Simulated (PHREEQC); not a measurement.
Arsenic or selenium liquor: an equilibrium model

Consider water at 20 °C with 0.0015 mol/kgw Na2SeO4, 0.032 mol/kgw NaOH and 0.039 mol/kgw CaCl2. Closed to the air; pH follows from the charge balance.

Equilibrium calculation in PHREEQC: ion-association model, wateq4f.dat.

Precipitation was switched off in this run.

### Question
Predict the pH, ionic strength.

### Answer
pH 12.44; ionic strength 0.140 mol/kgw.

### Question
In which forms is Ca present?

### Answer
Ca+2 83 %, CaOH+ 17 % of the Ca.
